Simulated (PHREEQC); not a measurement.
A PHREEQC speciation (ion-association model, wateq4f.dat) at 45 °C gives pH 3.00 and these molalities:

| species | mol/kgw |
|---|---|
| Cl- | 0.340 |
| Cu+2 | 0.123 |
| CuCl+ | 0.0631 |
| Zn+2 | 0.0376 |
| CuSO4 | 0.0287 |
| SO4-2 | 0.0279 |
| ZnCl+ | 0.0176 |
| ZnSO4 | 0.0103 |
| CuCl2 | 0.00481 |
| ZnCl2 | 0.00231 |
| HF | 0.00176 |
| F- | 0.00154 |
| Zn(SO4)2-2 | 0.00147 |
| H+ | 0.00131 |
| HSO4- | 0.00121 |
| ZnCl3- | 0.00112 |
| CuF+ | 0.000771 |
| ZnCl4-2 | 0.000449 |
| ZnF+ | 0.000196 |
| HF2- | 1.33e-5 |
| CuCl3- | 9.17e-6 |
| H2F2 | 4.38e-6 |

### Question
What are the element totals, and what could have been dissolved in 1 kg of water to give them?

### Answer
One answer among several that fit: totals Cl 0.440, Cu(2) 0.220, F 0.00430, S(6) 0.0710, Zn 0.0710 mol/kgw, from 0.0043 mol/kgw HF, 0.071 mol/kgw ZnSO4 and 0.22 mol/kgw CuCl2.

No solid was allowed to form. Complexes and solids missing from the database can't appear. Away from 25 °C the constants follow the database's enthalpies or fits; those with neither stay at their 25 °C values.
